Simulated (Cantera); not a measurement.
# Equilibrium for halide evaporation, hydrolysis and transport: FeCl₃ + O₂ + N₂ + H₂O

Input: 1 mol FeCl₃, 0.22 mol O₂, 74 mol N₂, 0.00071 mol H₂O, at 63000 Pa.

These are equilibrium values from Cantera (NASA tables, ideal gas, pure condensed phases), not measurements of a reactor. Candidate condensed phases: Fe, FeCl₂, FeCl₃, FeO, Fe(OH)₂, Fe(OH)₃, Fe₂O₃, Fe₃O₄, H₂O, NH₄Cl; 37 gas species. Rates play no part.

```csv
T (°C),x N₂,x FeCl₂,x Cl,x FeCl₃,x Cl₂,x O₂,n Fe₂O₃(s)
825,0.984,0.00149,0.000148,0.00802,0.00628,0.000122,0.141
925,0.982,0.00357,0.000447,0.00680,0.00588,0.000756,0.109
1025,0.980,0.00745,0.000996,0.00512,0.00421,0.00240,0.0248
1125,0.978,0.0100,0.00220,0.00319,0.00390,0.00286,0
1225,0.976,0.0114,0.00431,0.00183,0.00352,0.00283,0
1325,0.974,0.0122,0.00697,0.000970,0.00260,0.00277,0
1425,0.973,0.0127,0.00950,0.000481,0.00157,0.00271,0
1525,0.972,0.0129,0.0113,0.000228,0.000814,0.00263,0
1625,0.971,0.0130,0.0122,0.000108,0.000392,0.00253,0
1725,0.971,0.0131,0.0127,5.30e-5,0.000189,0.00241,0
1825,0.970,0.0131,0.0129,2.73e-5,9.40e-5,0.00227,0
```
x: gas mole fraction; n: condensed amount in mol.

From 825 °C to 1025 °C the condensed part is Fe₂O₃(s). From 1125 °C to 1825 °C nothing is condensed. The main Fe-bearing gas is FeCl₃ at 825 °C and FeCl₂ at 1825 °C.
